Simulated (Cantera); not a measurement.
Input: 1 mol MgO, 0.18 mol SO2, 0.43 mol CO2, at 500 °C and 13300 Pa.

These are equilibrium values from Cantera (NASA tables, ideal gas, pure condensed phases), not measurements of a reactor. Candidate condensed phases: C, Mg, MgCO3, MgO, MgS, MgSO4, S; 26 gas species. Gases not in the tables: S3 to S7. Kinetics and transport are ignored.

Q: What is the equilibrium state?

A: 
```
Quantity                                      Value
--------------------------------------  -----------
x(CO2)                                        0.706
x(SO2)                                        0.293
x(S2)                                      0.000389
x(S2O)                                      6.07e-5
x(CO)                                       1.73e-5
x(COS)                                      1.32e-5
n(MgO(s))                                 0.999 mol
n(MgSO4(s))                             0.00109 mol
gas amount                               0.6086 mol
log10 activity of S(l) (absent)               -1.69
log10 activity of MgCO3(s) (absent)           -2.13
log10 activity of C(graphite) (absent)        -7.86
```
